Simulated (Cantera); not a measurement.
An isothermal, constant-pressure homogeneous reactor starts with NO : N2 = 1 : 17 (molar parts), at 1748 K and 24.8 Torr. Integrator tolerance rtol = 1e-08.

Detailed kinetics in Cantera: GRI-Mech 3.0 (53 species, 325 reactions). Radical loss at walls, strong at low pressure, is not modelled.

### Question
What does this change do: N2 17 to 4 parts?

### Answer
| quantity | before | after |
|---|---|---|
| x(NO) at 30.0 s | 0.0542 (gas-phase equilibrium 0.00139) | 0.185 (gas-phase equilibrium 0.00255) |
| x(NO2) at 30.0 s | 2.01e-6 (gas-phase equilibrium 2.53e-7) | 1.85e-5 (gas-phase equilibrium 8.88e-7) |
| x(N2) at 30.0 s | 0.945 (gas-phase equilibrium 0.971) | 0.807 (gas-phase equilibrium 0.899) |
| x(N2O) at 30.0 s | 1.13e-6 (gas-phase equilibrium 1.62e-8) | 1.25e-5 (gas-phase equilibrium 2.86e-8) |
| x(O) at 30.0 s | 1.53e-5 (gas-phase equilibrium 6.68e-5) | 4.21e-5 (gas-phase equilibrium 0.000128) |
